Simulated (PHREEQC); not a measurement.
Dissolve 8.9 mmol/kgw AgF at 90 °C. It is in equilibrium with CO2 at log p = -3.5 (atm). Otherwise closed; pH follows from the charge balance.

All values are PHREEQC results (ion-association model, wateq4f.dat), not measurements.

| Item | Value |
|---|---|
| pH | 6.67 |
| ionic strength | 0.00884 mol/kgw |

| species | molality | activity | log γ |
|---|---|---|---|
| Ag+ | 0.00884 | 0.00790 | -0.049 |
| F- | 0.00883 | 0.00788 | -0.049 |
| AgF | 6.05e-5 | 6.06e-5 | 0.001 |
| HF | 9.27e-6 | 9.28e-6 | 0.001 |
| HCO3- | 7.86e-6 | 7.05e-6 | -0.047 |
| CO2 | 3.60e-6 | 3.61e-6 | 0.001 |
| OH- | 1.94e-6 | 1.73e-6 | -0.049 |
| HF2- | 3.39e-7 | 3.03e-7 | -0.049 |
| H+ | 2.36e-7 | 2.14e-7 | -0.043 |

This is a speciation only: nothing precipitates in the calculation. Species that the database lacks are ignored. Constants without temperature data keep their 25 °C values here.
